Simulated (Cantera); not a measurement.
An isothermal, constant-pressure homogeneous reactor starts with CH4 : H2O : H2 = 1 : 2.2 : 0.27 (molar parts), at 1400 K and 1.09 atm.

Detailed kinetics in Cantera: GRI-Mech 3.0 (53 species, 325 reactions).

Question: Predict: x(CH4) at 200 s; x(H2O) at 200 s; x(H2) at 200 s.

Answer: 
```
Quantity                                          Value
---------------  --------------------------------------
x(CH4) at 200 s  0.0736 (gas-phase equilibrium 3.70e-6)
x(H2O) at 200 s     0.316 (gas-phase equilibrium 0.196)
x(H2) at 200 s      0.479 (gas-phase equilibrium 0.621)
```
